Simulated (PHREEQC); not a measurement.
A solution holds 0.21 mol/kgw HNO3, 0.0012 mol/kgw K2SO4 and 0.00027 mol/kgw KH2PO4, at 25 °C and 100 atm. Closed to the air; pH follows from the charge balance.

Computed with PHREEQC (ion-association model, phreeqc.dat).

The ionic strength comes out as 0.212 mol/kgw. What activity coefficients do H2PO4-, H+, K+, HSO4-, NO3- get?

H2PO4- 0.74, H+ 0.80, K+ 0.71, HSO4- 0.74, NO3- 0.69.

This is a speciation only: nothing precipitates in the calculation. Species that the database lacks are ignored. Under pressure, the constants of complexes without a molar volume in the database are unreliable.
